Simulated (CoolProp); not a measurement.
Properties of oxygen along the isotherm -145.45 °C (Tc = -118.6 °C, pc = 50.46 bar, ω = 0.022).

Model: reference Helmholtz-energy equation of state, Schmidt 1985, in CoolProp.

```csv
p (bar),phase,speed of sound (m/s),Joule-Thomson coefficient (K/MPa),conductivity (mW/(m K))
0.239,gas,215.2,12.07,11.6
0.373,gas,215.0,12.08,11.6
0.58,gas,214.7,12.09,11.7
0.904,gas,214.3,12.12,11.7
1.41,gas,213.6,12.15,11.8
2.19,gas,212.5,12.21,11.8
3.41,gas,210.8,12.30,12.0
5.31,gas,208.0,12.44,12.2
8.27,gas,203.3,12.70,12.7
12.9,gas,194.8,13.19,13.6
20.1,liquid,571.1,0.04860,96.7
31.2,liquid,587.5,0.01335,98.5
48.6,liquid,610.6,-0.03239,101
75.7,liquid,641.9,-0.08777,105
```

Thermal conductivity comes from a separate model (Lemmon 2004).
